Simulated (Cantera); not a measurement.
Cantera with NASA thermochemical tables; ideal gases at 1 bar, condensed phases pure. Values are per mole of reaction as written; species without (g) are pure solids or liquids, kept so even where they would boil at 1 bar.

Problem. Between 300 and 2650 K, where is each reaction favourable under standard conditions?
- 2 NO(g) + BaBr₂ = Br₂(g) + BaO + N₂O(g)

Solution. 
- 2 NO(g) + BaBr₂ = Br₂(g) + BaO + N₂O(g): ΔG° is 149 kJ at 300 K and 297 kJ at 2650 K; it stays positive (K < 1). ΔH° is 136 kJ and ΔS° -61 J/K at 2650 K.
